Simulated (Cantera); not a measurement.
A perfectly stirred reactor is fed with 12.7 % CH₄, 15.0 % O₂, 72.3 % N₂, equivalence ratio 1.7, at 5.50 bar; it is adiabatic with a 525 K inlet, and is followed from long to short residence time, starting on the burning branch (τ in s: 0.07, 0.04, 0.023, 0.013, 0.0073, 0.0042, 0.0024, 0.0013, 0.00076, 0.00043, 0.00025, 0.00014, 8e-05).

Model: GRI-Mech 3.0 (53 species, 325 reactions), integrated in Cantera.

x: mole fraction; the columns are a selection and need not sum to one.

| τ (s) | T (K) | x CH₄ | x O₂ | x N₂O | x H | x CH₂ | x H₂ | x CO |
|---|---|---|---|---|---|---|---|---|
| 0.070 | 1803 | 0.00870 | 0.000562 | 1.29e-9 | 5.19e-5 | ___ | 0.0683 | 0.0645 |
| 0.040 | 1806 | 0.00991 | 0.000896 | 2.04e-9 | 5.56e-5 | ___ | 0.0640 | 0.0620 |
| 0.023 | 1807 | 0.0112 | 0.00141 | 3.22e-9 | 5.98e-5 | ___ | 0.0600 | 0.0601 |
| 0.013 | 1805 | 0.0125 | 0.00224 | 5.20e-9 | 6.44e-5 | ___ | 0.0564 | 0.0587 |
| 0.0073 | 1796 | 0.0140 | 0.00357 | 8.59e-9 | 6.91e-5 | ___ | 0.0531 | 0.0582 |
| 0.0042 | 1780 | 0.0157 | 0.00566 | 1.43e-8 | 7.25e-5 | ___ | 0.0502 | 0.0584 |
| 0.0024 | 1746 | 0.0182 | 0.00948 | 2.57e-8 | 7.17e-5 | ___ | 0.0474 | 0.0594 |
| 0.0013 | 525 | 0.127 | 0.150 | <1e-12 | <1e-12 | <1e-12 | <1e-12 | <1e-12 |
| 0.00076 | 525 | 0.127 | 0.150 | <1e-12 | <1e-12 | <1e-12 | <1e-12 | <1e-12 |
| 0.00043 | 525 | 0.127 | 0.150 | <1e-12 | <1e-12 | <1e-12 | <1e-12 | <1e-12 |
| 0.00025 | 525 | 0.127 | 0.150 | <1e-12 | <1e-12 | <1e-12 | <1e-12 | <1e-12 |
| 0.00014 | 525 | 0.127 | 0.150 | <1e-12 | <1e-12 | <1e-12 | <1e-12 | <1e-12 |
| 8.0e-5 | 525 | 0.127 | 0.150 | <1e-12 | <1e-12 | <1e-12 | <1e-12 | <1e-12 |

Problem. Some entries are withheld; supply them.

Solution. 
- 0.070, x CH₂: 1.60e-7
- 0.040, x CH₂: 2.45e-7
- 0.023, x CH₂: 3.66e-7
- 0.013, x CH₂: 5.37e-7
- 0.0073, x CH₂: 7.55e-7
- 0.0042, x CH₂: 9.74e-7
- 0.0024, x CH₂: 1.10e-6
